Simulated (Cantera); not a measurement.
## Adiabatic ignition

An adiabatic, constant-pressure homogeneous reactor starts with CH4 : O2 : N2 = 1 : 1.54 : 5.78 (molar parts), equivalence ratio 1.3, at 998 K and 760 Torr.

Computed with Cantera and GRI-Mech 3.0 (53 species, 325 reactions). Below about 1000 K GRI-Mech 3.0 lacks low-temperature oxidation paths.

```json
[
 {"t (s)": "4.00e-6", "T (K)": "998", "x CH4": "0.120", "x O2": "0.185", "x O": "<1e-12", "x NO2": "<1e-12", "x HCN": "<1e-12"},
 {"t (s)": "1.51e-5", "T (K)": "998", "x CH4": "0.120", "x O2": "0.185", "x O": "<1e-12", "x NO2": "<1e-12", "x HCN": "<1e-12"},
 {"t (s)": "5.71e-5", "T (K)": "998", "x CH4": "0.120", "x O2": "0.185", "x O": "<1e-12", "x NO2": "<1e-12", "x HCN": "<1e-12"},
 {"t (s)": "0.000216", "T (K)": "998", "x CH4": "0.120", "x O2": "0.185", "x O": "<1e-12", "x NO2": "<1e-12", "x HCN": "<1e-12"},
 {"t (s)": "0.000816", "T (K)": "998", "x CH4": "0.120", "x O2": "0.185", "x O": "<1e-12", "x NO2": "<1e-12", "x HCN": "<1e-12"},
 {"t (s)": "0.00309", "T (K)": "998", "x CH4": "0.120", "x O2": "0.185", "x O": "1.29e-12", "x NO2": "<1e-12", "x HCN": "<1e-12"},
 {"t (s)": "0.0117", "T (K)": "998", "x CH4": "0.120", "x O2": "0.185", "x O": "8.08e-12", "x NO2": "<1e-12", "x HCN": "<1e-12"},
 {"t (s)": "0.0441", "T (K)": "998", "x CH4": "0.120", "x O2": "0.185", "x O": "2.03e-11", "x NO2": "<1e-12", "x HCN": "<1e-12"},
 {"t (s)": "0.167", "T (K)": "998", "x CH4": "0.120", "x O2": "0.185", "x O": "3.12e-11", "x NO2": "<1e-12", "x HCN": "<1e-12"},
 {"t (s)": "0.630", "T (K)": "1000", "x CH4": "0.120", "x O2": "0.185", "x O": "1.36e-10", "x NO2": "<1e-12", "x HCN": "<1e-12"},
 {"t (s)": "2.38", "T (K)": "2516", "x CH4": "<1e-12", "x O2": "0.000800", "x O": "0.000443", "x NO2": "7.23e-8", "x HCN": "5.20e-9"},
 {"t (s)": "9.00", "T (K)": "2516", "x CH4": "<1e-12", "x O2": "0.000800", "x O": "0.000443", "x NO2": "7.23e-8", "x HCN": "5.20e-9"}
]
```
x: mole fraction; the columns are a selection and need not sum to one.

```
Quantity                                                              Result
---------------------------------  -----------------------------------------
time of steepest temperature rise                                     1.31 s
temperature at 9.00 s                                                 2516 K
equilibrium temperature                                               2516 K
x(CH4) at 9.00 s                       <1e-12 (gas-phase equilibrium <1e-12)
x(O2) at 9.00 s                    0.000800 (gas-phase equilibrium 0.000800)
x(O) at 9.00 s                     0.000443 (gas-phase equilibrium 0.000443)
```
